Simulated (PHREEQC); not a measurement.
PHREEQC input (ion-association model, wateq4f.dat):

```
SOLUTION_MASTER_SPECIES
  An  An-  0  An  62.0  # stands for a non-complexing anion
SOLUTION_SPECIES
  An- = An-
    -log_k 0
    -gamma 3.0 0
PHASES
  Fix_H+
    H+ = H+
    -log_k 0
SOLUTION 1
  temp 25
  units mmol/kgw
  pH 7 charge
  Cl 0.0082
  Mg 0.0041
  Na 300
  An 300
END
SELECTED_OUTPUT 1
  -reset false
  -pH true
  -pe true
  -ionic_strength true
  -water true
  -totals Cl Mg Na
  -molalities Hfo_wOH Hfo_wOH2+ Hfo_wO- Hfo_sOH Hfo_sOH2+ Hfo_sO- Hfo_wOMg+
  -saturation_indices Brucite Halite
USER_PUNCH 1
  -headings sigma psi
  10 PUNCH EDL("sigma", "Hfo"), EDL("psi", "Hfo")
PRINT
  -reset false
USE solution 1
SURFACE 1
  Hfo_wOH 0.00125843 600 0.56
  Hfo_sOH 3.14607e-05
EQUILIBRIUM_PHASES 1
  Fix_H+ -4 HAn 10
    -force_equality true
  O2(g) -0.68 10
END
# ... the last block is repeated for the other 12 points of pH, with NaOH or the acid as the point needs
```

Selected output (columns that matter, 13 of 13 rows; pH added in front):

```
pH	mu	Cl	Mg	Na	m_Hfo_wOH	m_Hfo_wOH2+	m_Hfo_wO-	m_Hfo_sOH	m_Hfo_sOH2+	m_Hfo_sO-	si_Brucite	si_Halite	sigma	psi
4	0.30075	8.2e-06	4.1e-06	0.3	7.2758e-05	0.0011856	1.0229e-07	1.8189e-06	2.9639e-05	2.5572e-09	-14.738	-7.4981	0.34896	0.12292
4.5	0.30061	8.2e-06	4.1e-06	0.3	0.00017551	0.0010823	6.5202e-07	4.3877e-06	2.7057e-05	1.63e-08	-13.738	-7.4981	0.31839	0.11831
5	0.30049	8.2e-06	4.1e-06	0.3	0.00033862	0.00091695	2.8647e-06	8.4655e-06	2.2924e-05	7.1617e-08	-12.738	-7.498	0.26907	0.10987
5.5	0.30038	8.2e-06	4.0999e-06	0.3	0.00052603	0.00072364	8.7597e-06	1.3151e-05	1.8091e-05	2.1899e-07	-11.738	-7.498	0.21044	0.097695
6	0.30028	8.2e-06	4.0991e-06	0.3	0.00069456	0.00054354	2.0332e-05	1.7364e-05	1.3588e-05	5.0831e-07	-10.738	-7.498	0.15401	0.08261
6.5	0.3002	8.2e-06	4.0934e-06	0.3	0.00082167	0.00039788	3.8872e-05	2.0542e-05	9.9471e-06	9.7182e-07	-9.7385	-7.498	0.10568	0.065364
7	0.30013	8.2e-06	4.0524e-06	0.3	0.00090408	0.00028966	6.4643e-05	2.2603e-05	7.2418e-06	1.6161e-06	-8.7429	-7.4979	0.066251	0.046397
7.5	0.30007	8.2e-06	3.7748e-06	0.3	0.0009487	0.00021227	9.7134e-05	2.3724e-05	5.3081e-06	2.429e-06	-7.7737	-7.4979	0.033986	0.026043
8	0.30002	8.2e-06	2.5121e-06	0.3	0.00096431	0.00015577	0.00013675	2.4138e-05	3.8993e-06	3.4232e-06	-6.9506	-7.4979	0.006055	0.0048344
8.5	0.30005	8.2e-06	7.3896e-07	0.30008	0.00095615	0.00011213	0.00018679	2.3968e-05	2.8107e-06	4.6822e-06	-6.4821	-7.4978	-0.021013	-0.016515
9	0.30011	8.2e-06	1.2732e-07	0.3002	0.00092364	7.7003e-05	0.00025381	2.3164e-05	1.9312e-06	6.3652e-06	-6.2463	-7.4977	-0.050907	-0.037328
9.5	0.3002	8.2e-06	2.0785e-08	0.30036	0.00085839	4.8595e-05	0.00034736	2.153e-05	1.2188e-06	8.7122e-06	-6.0349	-7.4975	-0.08678	-0.056962
10	0.30038	8.1999e-06	3.7744e-09	0.30061	0.00075115	2.7154e-05	0.00047602	1.884e-05	6.8107e-07	1.1939e-05	-5.7804	-7.4971	-0.13096	-0.075016
```
